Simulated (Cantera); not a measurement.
Feed: 1 mol Al, a varied amount of HCl, 780 mol N₂, equilibrated at 727 °C and 0.440 bar.

Cantera equilibrium calculation (NASA polynomials, part measured and part estimated; ideal gas, pure solids and liquids). Candidate condensed phases: Al, AlCl₃, AlN, NH₄Cl; 20 gas species. Kinetics and transport are ignored.

Problem. At 0.68 mol HCl, list the 4 most abundant gas species with their mole fractions, and the condensed phases.

Solution. N₂ 0.999, HCl 0.000387, H₂ 0.000242, AlCl₃ 0.000162. Condensed: AlN(s).
